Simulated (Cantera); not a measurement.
Charge: 1 mol AlN, 1.1 mol H2O, 2.6 mol N2, at 1623 K and 47.0 Pa.

Cantera equilibrium calculation (NASA polynomials, part measured and part estimated; ideal gas, pure solids and liquids). Candidate condensed phases: Al, AlN, Al2O3, H2O; 35 gas species. Mutual solubility and eutectic melting of coexisting phases are not modelled. The numbers say what is thermodynamically allowed, not how fast it happens.

Base state: N2 0.729, H2 0.269, H 0.00165, Al 0.000340, Al2O 4.41e-5 (mole fractions); condensed: AlN(s) + Al2O3(s).

Question: What changes in the equilibrium state with this change: pressure from 47.0 Pa to 2.40 Pa?

Answer: 
```csv
species,before,after
N2,0.729,0.706
H2,0.269,0.251
Al,0.000340,0.0299
Al2O,4.41e-5,0.00641
AlH,2.96e-6,5.68e-5
H,0.00165,0.00707
"AlN(s), mol",0.265,0.100
"Al2O3(s), mol",0.367,0.357
```
